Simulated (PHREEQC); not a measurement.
A solution holds 0.0285 mol/kgw Fe(NO3)3, at 25 °C. It is in equilibrium with CO2 at log p = -3.4 (atm). Otherwise closed; pH follows from the charge balance.

Equilibrium calculation in PHREEQC: ion-association model, wateq4f.dat.

The pH is 1.96, the ionic strength is 0.163 mol/kgw and the total alkalinity comes out as -57.0 meq/kg.

```
species     molality  activity   log γ
----------  --------  --------  ------
NO3-          0.0855    0.0609  -0.147
Fe+3          0.0153   0.00219  -0.845
H+            0.0136    0.0110  -0.094
FeOH+2       0.00402   0.00129  -0.495
Fe2(OH)2+4   0.00395   4.45e-5  -1.949
Fe3(OH)4+5  0.000399   3.60e-7  -3.045
Fe(OH)2+     5.10e-5   3.87e-5  -0.120
CO2          1.31e-5   1.36e-5   0.016
```

Precipitation was switched off in this run. The solution is supersaturated, for example in Hematite (slow to form), Goethite (slow to form), so a real one may precipitate; this is no full list.
